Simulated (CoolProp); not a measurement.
Decamethyltetrasiloxane (MD2M) along the isotherm 326.85 °C: Z from the reference equation and from simpler models built on Tc = 326.2 °C, pc = 1.144 MPa, ω = 0.635; each cubic takes its own stable root.

Computed with CoolProp (reference Helmholtz-energy equation of state, Thol 2017).

```csv
p (MPa),phase,reference,Redlich-Kwong,Peng-Robinson
0.0362,gas,0.9898,0.9892,0.9880
0.0584,gas,0.9835,0.9825,0.9805
0.0944,gas,0.9731,0.9715,0.9683
0.153,gas,0.9560,0.9532,0.9482
0.246,gas,0.9279,0.9232,0.9153
0.398,gas,0.8788,0.8712,0.8586
0.643,gas,0.7876,0.7763,0.7569
1.04,gas,0.5517,0.5509,0.5242
1.68,supercritical,0.2317,0.2852,0.2578
2.71,supercritical,0.3409,0.3952,0.3557
4.38,supercritical,0.5148,0.5716,0.5137
7.08,supercritical,0.7827,0.8403,0.7552
11.4,supercritical,1.189,1.244,1.119
```
